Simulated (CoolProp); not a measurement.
Model: reference Helmholtz-energy equation of state, Kamei 1995, in CoolProp.

### Question
For R22, give the phase and the density (kg/m³), cv (kJ/(kg K)), Joule-Thomson coefficient (K/MPa), expansivity (1/kK) at 290.4 K and 46.8 bar.

### Answer
- 290.4 K and 46.8 bar: liquid; density 1240, cv 0.684, Joule-Thomson coefficient -0.119, expansivity 2.84
